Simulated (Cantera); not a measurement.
Charge: 1 mol BCl₃, 0.22 mol H₂O, a varied amount of H₂, held at 1550 °C and 0.120 bar.

Method: chemical equilibrium by Gibbs-energy minimisation in Cantera with the NASA 1993 tables (ideal gas, pure condensed phases). Candidate condensed phases: B, B₂O₃, B₃O₃H₃, H₂O; 33 gas species. Gases not in the tables: BHCl₂. Rates play no part.

Task: What share of the B ends up in condensed phases as a function of n(H₂) (mol), at 5.5, 11, 16, 21, 26, 31, 37, 42, 47?

Result: 
| n(H₂) (mol) | B condensed (%) | as |
|---|---|---|
| 5.5 | 56.8 | B(s) |
| 11 | 66.5 | B(s) |
| 16 | 69.0 | B(s) |
| 21 | 70.1 | B(s) |
| 26 | 70.7 | B(s) |
| 31 | 71.0 | B(s) |
| 37 | 71.2 | B(s) |
| 42 | 71.3 | B(s) |
| 47 | 71.4 | B(s) |
